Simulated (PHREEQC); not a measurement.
A solution holds 0.42 mol/kgw H2SO4, 0.12 mol/kgw Na2SO4 and 0.17 mol/kgw MgCl2, at 25 °C. Closed to the air; pH follows from the charge balance.

Model: Pitzer model, pitzer.dat, run in PHREEQC.

```tsv
quantity	before	after
pH	0.37	1.11
ionic strength (mol/kgw)	1.40	0.296
HSO4- (mol/kgw)	0.368	0.0649
SO4-2 (mol/kgw)	0.172	0.0431
SI of Epsomite (MgSO4:7H2O)	-1.76	-2.42
SI of Hexahydrite (MgSO4:6H2O)	-2.03	-2.70
```

Name the change that produced these shifts.
(A) diluted 2-fold with water
(B) Na2SO4 from 0.12 to 0.024 mol/kgw
(C) Na2SO4 from 0.12 to 0.6 mol/kgw
(D) diluted 100-fold with water
(E) diluted 5-fold with water

E, diluted 5-fold with water

This is a speciation only: nothing precipitates in the calculation. In brines, pH and single-ion activities rest on the MacInnes convention.
